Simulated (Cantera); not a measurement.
What does this Cantera script print?

```python
import numpy as np
import cantera as ct

gas = ct.Solution("h2o2.yaml")
gas.TPX = 1450, 1333, {'H2': 0.49, 'O2': 1}
reactor = ct.IdealGasConstPressureReactor(gas, energy="off", clone=False)
net = ct.ReactorNet([reactor])
net.rtol, net.atol = 1e-08, 1e-18
show = ['H2', 'O2', 'H2O', 'OH', 'HO2', 'H2O2']
times = np.geomspace(0.0001, 300, 10)

steps = ct.SolutionArray(gas, extra=["t"])
rows = []
print(f"{'t/s':>10s}{'T/K':>9s}{'P/Pa':>11s}" + "".join(f"{s:>11s}" for s in show))
for t in times:
    while net.time < t:
        t_next = net.step()
        steps.append(gas.state, t=t_next)
    rows.append([np.interp(t, steps.t, y) for y in (steps.T, steps.P, *steps(*show).X.T)])
    print(f"{t:10.3e}{rows[-1][0]:9.1f}{rows[-1][1]:11.4g}" + "".join(f"{x:11.3e}" for x in rows[-1][2:]))
rate = np.gradient(steps.T, steps.t)
print("integrator steps:", len(steps.t))
if steps.T.max() > steps.T[0] + 200:
    print(f"time of steepest temperature rise: {steps.t[rate.argmax()]:.4e} s")
gas.TPX = 1450, 1333, {'H2': 0.49, 'O2': 1}
gas.equilibrate("TP")
print(f"equilibrium (TP): T = {gas.T:.1f} K  " + "  ".join(f"{s} {gas[s].X[0]:.3e}" for s in show))
```

Result:

```
       t/s      T/K       P/Pa         H2         O2        H2O         OH        HO2       H2O2
 1.000e-04   1450.0       1333  3.288e-01  6.711e-01  6.995e-06  2.003e-06  9.995e-07  7.833e-09
 5.244e-04   1450.0       1333  3.147e-02  4.948e-01  2.241e-01  2.819e-02  5.600e-06  2.847e-07
 2.750e-03   1450.0       1333  2.361e-02  4.998e-01  2.493e-01  2.598e-02  5.945e-06  2.779e-07
 1.442e-02   1450.0       1333  1.473e-02  5.496e-01  3.201e-01  2.150e-02  7.044e-06  3.239e-07
 7.563e-02   1450.0       1333  1.185e-03  6.008e-01  3.869e-01  6.358e-03  3.068e-06  1.352e-07
 3.966e-01   1450.0       1333  4.983e-05  6.058e-01  3.927e-01  1.312e-03  2.977e-07  2.267e-08
 2.080e+00   1450.0       1333  6.018e-06  6.062e-01  3.933e-01  4.570e-04  1.839e-07  6.314e-09
 1.091e+01   1450.0       1333  4.173e-06  6.063e-01  3.933e-01  3.806e-04  2.003e-07  5.447e-09
 5.721e+01   1450.0       1333  4.173e-06  6.063e-01  3.933e-01  3.806e-04  2.003e-07  5.447e-09
 3.000e+02   1450.0       1333  4.173e-06  6.063e-01  3.933e-01  3.806e-04  2.003e-07  5.447e-09
integrator steps: 1782
equilibrium (TP): T = 1450.0 K  H2 4.173e-06  O2 6.063e-01  H2O 3.933e-01  OH 3.806e-04  HO2 2.003e-07  H2O2 5.447e-09
```

Detailed kinetics in Cantera: the H2/O2 subset of GRI-Mech 3.0, which has no nitrogen chemistry. Radical loss at walls, strong at low pressure, is not modelled. The temperature is held fixed by assumption; the heat of reaction is taken as removed at once.
